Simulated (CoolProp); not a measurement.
Octamethyltrisiloxane (MDM) along the isotherm 301.85 °C: Z from the reference equation and from simpler models built on Tc = 292.2 °C, pc = 1438 kPa, ω = 0.528; each cubic takes its own stable root.

The numbers come from the reference Helmholtz-energy equation of state, Thol 2017 in CoolProp.

```tsv
p (kPa)	phase	reference	van der Waals	Redlich-Kwong	Soave-Redlich-Kwong	Peng-Robinson
6.82	gas	0.9985	0.9986	0.9985	0.9985	0.9983
15.5	gas	0.9966	0.9969	0.9965	0.9966	0.9961
35.3	gas	0.9923	0.9930	0.9920	0.9921	0.9912
80.4	gas	0.9823	0.9839	0.9816	0.9820	0.9798
183	gas	0.9590	0.9626	0.9576	0.9583	0.9536
416	gas	0.9023	0.9111	0.8999	0.9018	0.8912
947	gas	0.7448	0.7680	0.7443	0.7505	0.7282
2160	supercritical	0.2610	0.3562	0.3029	0.3135	0.2850
```
